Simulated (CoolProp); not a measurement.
Saturated liquid density (kg/m³) of R245fa: the reference equation beside estimates from Tc = 153.9 °C, pc = 36.51 bar, ω = 0.378.

The numbers come from the reference Helmholtz-energy equation of state, Akasaka 2015 in CoolProp.

```json
[
 {"T (°C)": "-19.75", "reference": "1453", "van der Waals": "853.5", "Redlich-Kwong": "1257", "Soave-Redlich-Kwong": "1317", "Peng-Robinson": "1484"},
 {"T (°C)": "-14.05", "reference": "1439", "van der Waals": "845.8", "Redlich-Kwong": "1244", "Soave-Redlich-Kwong": "1305", "Peng-Robinson": "1472"},
 {"T (°C)": "-8.25", "reference": "1425", "van der Waals": "837.7", "Redlich-Kwong": "1230", "Soave-Redlich-Kwong": "1293", "Peng-Robinson": "1459"},
 {"T (°C)": "-2.45", "reference": "1410", "van der Waals": "829.5", "Redlich-Kwong": "1216", "Soave-Redlich-Kwong": "1280", "Peng-Robinson": "1445"},
 {"T (°C)": "3.25", "reference": "1396", "van der Waals": "821.3", "Redlich-Kwong": "1201", "Soave-Redlich-Kwong": "1267", "Peng-Robinson": "1431"},
 {"T (°C)": "9.05", "reference": "1381", "van der Waals": "812.7", "Redlich-Kwong": "1186", "Soave-Redlich-Kwong": "1253", "Peng-Robinson": "1416"},
 {"T (°C)": "14.85", "reference": "1366", "van der Waals": "803.9", "Redlich-Kwong": "1171", "Soave-Redlich-Kwong": "1239", "Peng-Robinson": "1401"},
 {"T (°C)": "20.65", "reference": "1350", "van der Waals": "794.9", "Redlich-Kwong": "1155", "Soave-Redlich-Kwong": "1224", "Peng-Robinson": "1385"},
 {"T (°C)": "26.35", "reference": "1335", "van der Waals": "785.9", "Redlich-Kwong": "1139", "Soave-Redlich-Kwong": "1209", "Peng-Robinson": "1369"},
 {"T (°C)": "32.15", "reference": "1319", "van der Waals": "776.4", "Redlich-Kwong": "1122", "Soave-Redlich-Kwong": "1194", "Peng-Robinson": "1351"},
 {"T (°C)": "37.95", "reference": "1303", "van der Waals": "766.7", "Redlich-Kwong": "1105", "Soave-Redlich-Kwong": "1177", "Peng-Robinson": "1333"},
 {"T (°C)": "43.65", "reference": "1286", "van der Waals": "756.9", "Redlich-Kwong": "1087", "Soave-Redlich-Kwong": "1160", "Peng-Robinson": "1314"},
 {"T (°C)": "49.45", "reference": "1269", "van der Waals": "746.6", "Redlich-Kwong": "1069", "Soave-Redlich-Kwong": "1142", "Peng-Robinson": "1295"}
]
```

Absolute difference from the reference over all 13 rows, mean and median: van der Waals 41.2 and 41.2 %, Redlich-Kwong 14.4 and 14.3 %, Soave-Redlich-Kwong 9.4 and 9.3 %, Peng-Robinson 2.4 and 2.4 %.
